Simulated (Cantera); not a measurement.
**Carbon deposition, reforming and gasification: C2H4 + CO2**

Input: 1 mol C2H4, a varied amount of CO2, equilibrated at 875 K and 100000 Pa.

Equilibrium computed with Cantera from the NASA thermochemical tables; the gas is ideal and each condensed phase is pure. Candidate condensed phases: C, C6H6, C7H8, C8H18, H2O; 110 gas species. The numbers say what is thermodynamically allowed, not how fast it happens.

```
n(CO2) (mol)   x H2   x CO2  x H2O    x CO   x CH4  n C(graphite)
------------  -----  ------  -----  ------  ------  -------------
0.3           0.585  0.0456  0.155  0.0651   0.149           1.80
0.48          0.518  0.0864  0.189  0.0896   0.117           1.86
0.67          0.462   0.129  0.206   0.109  0.0933           1.89
0.85          0.420   0.166  0.213   0.124  0.0770           1.92
1             0.390   0.195  0.214   0.134  0.0665           1.93
1.2           0.357   0.229  0.212   0.146  0.0556           1.93
1.4           0.329   0.260  0.208   0.156  0.0472           1.93
1.6           0.305   0.288  0.203   0.164  0.0405           1.93
1.8           0.284   0.313  0.197   0.171  0.0352           1.92
2             0.266   0.335  0.191   0.177  0.0309           1.91
2.1           0.258   0.346  0.188   0.179  0.0290           1.90
2.3           0.243   0.365  0.182   0.184  0.0257           1.89
2.5           0.230   0.382  0.176   0.189  0.0230           1.87
```
x: gas mole fraction; n: condensed amount in mol.

From 0.3 mol CO2 to 2.5 mol CO2 the condensed part is C(graphite). The main C-bearing gas is CH4 at 0.3 mol CO2 and CO2 at 2.5 mol CO2. The share of C in condensed phases is highest at 0.3 mol CO2 (78.2 %) and lowest at 2.5 mol CO2 (41.6 %).
